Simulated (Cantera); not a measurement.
Input: 1 mol BN, 3.3 mol HF, 22 mol Cl2, at 900 K and 30.0 Torr.

Method: chemical equilibrium by Gibbs-energy minimisation in Cantera with the NASA 1993 tables (ideal gas, pure condensed phases). Candidate condensed phases: B, BN, NH4Cl; 40 gas species. Kinetics and transport are ignored.

Base state: Cl2 0.810, HCl 0.119, BF3 0.0395, N2 0.0198, HF 0.0119, Cl 0.000333 (mole fractions); condensed: gas only.

What changes in the equilibrium state with this change: pressure from 30.0 Torr to 1.00 Torr?


```tsv
species	before	after
Cl2	0.810	0.809
HCl	0.119	0.118
BF3	0.0395	0.0395
Cl	0.000333	0.00182
N2	0.0198	0.0197
HF	0.0119	0.0118
```
